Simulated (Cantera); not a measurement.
**Ammonia decomposition in nitride growth gas**

An isothermal, constant-pressure homogeneous reactor starts with NH₃ : N₂ = 1 : 1 (molar parts), at 1850 K and 760 Torr.

Computed with Cantera and the gas-phase N/H chemistry of the illustrative SiF4/NH3 mechanism in the Surface Chemkin manual (1991). Walls and surfaces, which speed up NH3 decomposition in real reactors, are not modelled.

```
t (s)        x NH₃     x H₂       x N    x N₂H₂      x NH
--------  --------  -------  --------  --------  --------
2.00e-6      0.500  1.72e-6    <1e-12  2.09e-11  7.79e-11
1.29e-5      0.500  1.17e-5  1.64e-12   2.49e-9   6.23e-9
8.38e-5      0.500  8.20e-5  3.49e-10   1.49e-7   3.71e-7
0.000543     0.499  0.00113   3.99e-9   1.49e-6   2.06e-6
0.00352      0.490  0.00974   2.28e-8   1.50e-6   2.48e-6
0.0228       0.439   0.0605   9.76e-8   1.25e-6   3.26e-6
0.147        0.240    0.260   1.63e-7   5.29e-7   3.06e-6
0.954       0.0262    0.474   1.06e-7   2.35e-8   1.06e-6
6.18       0.00145    0.498   1.29e-8  1.40e-10   9.82e-8
40.0      0.000180    0.500   1.65e-9  2.49e-12   1.25e-8
```
x: mole fraction; the columns are a selection and need not sum to one.

Equilibrium at this temperature and pressure: NH₃ 6.63e-6, H₂ 0.500, N 6.08e-11, N₂H₂ <1e-12, NH 4.59e-10 (gas phase only).
